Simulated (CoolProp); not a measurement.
R21 along the isotherm 294.6 K: fugacity coefficient from the reference equation and from simpler models built on Tc = 452.7 K, pc = 5289 kPa, ω = 0.206; each cubic takes its own stable root.

The numbers come from the reference Helmholtz-energy equation of state, Platzer 1990 in CoolProp. This equation is an older, rougher fit; its heat capacities, sound speeds and derivatives of the liquid may be far off and weren't checked against measurements.

```tsv
p (kPa)	phase	reference
3310	liquid	0.05106
6610	liquid	0.02826
9920	liquid	0.02080
13200	liquid	0.01725
16500	liquid	0.01522
19800	liquid	0.01399
23100	liquid	0.01322
26400	liquid	0.01274
```

### Question
How far does each simpler model (Redlich-Kwong, Peng-Robinson) lie from the reference over these 8 states: mean and median of the absolute difference, and the worst?

### Answer
- Redlich-Kwong: mean 54.8 %, median 54.9 %, worst +59.0 % at 294.6 K and 26400 kPa
- Peng-Robinson: mean 1.9 %, median 1.8 %, worst -3.8 % at 294.6 K and 26400 kPa
